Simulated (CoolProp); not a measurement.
Properties of C2F6 (R116) along the isobar 11100 kPa.

Computed with CoolProp (reference Helmholtz-energy equation of state, Lemmon 2006). It is a short technical equation, of lower accuracy than the large ones.

```
T (K)          phase  cp (kJ/(kg K))  cv (kJ/(kg K))  speed of sound (m/s)  conductivity (mW/(m K))  fugacity coefficient
-----  -------------  --------------  --------------  --------------------  -----------------------  --------------------
268.1         liquid           1.076          0.7305                 377.1                     58.0                0.1754
271.8         liquid           1.086          0.7355                 365.8                     57.0                0.1893
275.4         liquid           1.096          0.7405                 354.9                     55.9                0.2032
279           liquid           1.106          0.7454                     …                     54.9                0.2176
282.6         liquid           1.116          0.7503                 333.4                     53.9                0.2323
286.3         liquid           1.126          0.7554                 322.7                     52.9                0.2478
289.9         liquid           1.136          0.7603                 312.4                     51.9                0.2631
293.5  supercritical           1.146          0.7653                 302.4                     51.0                0.2788
297.1  supercritical           1.157          0.7702                 292.5                     50.0                0.2947
300.8  supercritical           1.167          0.7753                 282.6                     49.1                0.3112
304.4  supercritical               …          0.7803                     …                     48.1                0.3275
308    supercritical           1.188          0.7852                 264.2                     47.2                     …
311.6  supercritical           1.198          0.7901                 255.4                     46.4                0.3604
315.3  supercritical           1.208          0.7952                 246.7                     45.5                0.3774
318.9  supercritical           1.217          0.8000                 238.6                     44.6                0.3940
322.5  supercritical           1.226          0.8049                 230.9                     43.8                0.4105
```

Q: Complete the blanks.

A: 
- 279, speed of sound (m/s): 344.1
- 304.4, cp (kJ/(kg K)): 1.178
- 304.4, speed of sound (m/s): 273.3
- 308, fugacity coefficient: 0.3439

Thermal conductivity comes from a separate model (Huber 2003), an estimate that may be off by 10 % or more.
